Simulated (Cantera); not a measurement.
Feed: 1 mol SiH₂Cl₂, 10 mol NH₃, equilibrated at 1975 K and 100000 Pa.

Method: chemical equilibrium by Gibbs-energy minimisation in Cantera with the NASA 1993 tables (ideal gas, pure condensed phases). Candidate condensed phases: NH₄Cl, Si, Si₃N₄; 28 gas species. The tables' values for SiCl₃, SiCl are old estimates; treat these amounts as uncertain. Gases not in the tables: Si₂H₆ and higher silanes. Rates play no part.

Base state: H₂ 0.708, N₂ 0.209, HCl 0.0692, SiCl₂ 0.0114, H 0.00115, SiCl₃ 0.000235, Cl 8.41e-5, SiCl 6.09e-5 (mole fractions); condensed: Si₃N₄(s).

What changes in the equilibrium state with this change: NH₃ from 10 to 2.4 mol?


```csv
species,before,after
H₂,0.708,0.637
HCl,0.0692,0.146
N₂,0.209,0.136
SiCl₂,0.0114,0.0753
SiCl₄,5.81e-6,0.000190
SiCl₃,0.000235,0.00346
SiHCl₃,2.20e-5,0.000308
SiH₂Cl₂,1.61e-5,9.55e-5
"Si₃N₄(s), mol",0.249,0.162
```

What changes in the equilibrium state with this change: pressure from 100000 Pa to 133 Pa?


| species | before | after |
|---|---|---|
| H₂ | 0.708 | 0.652 |
| N₂ | 0.209 | 0.218 |
| HCl | 0.0692 | 0.0577 |
| H | 0.00115 | 0.0303 |
| Si | 2.20e-5 | 0.0242 |
| SiCl₂ | 0.0114 | 0.0126 |
| Si₃ | 2.17e-8 | 5.13e-5 |
| Si₂ | 1.47e-7 | 0.000236 |
| SiHCl₃ | 2.20e-5 | 2.71e-8 |
| SiH₂Cl₂ | 1.61e-5 | 2.18e-8 |
| Si₂N | 2.56e-6 | 0.000154 |
| Si₃N₄(s), mol | 0.249 | 0 |
| Si(l), mol | 0 | 0.0675 |
The tables' values for SiCl, SiN are old estimates; treat these amounts as uncertain.
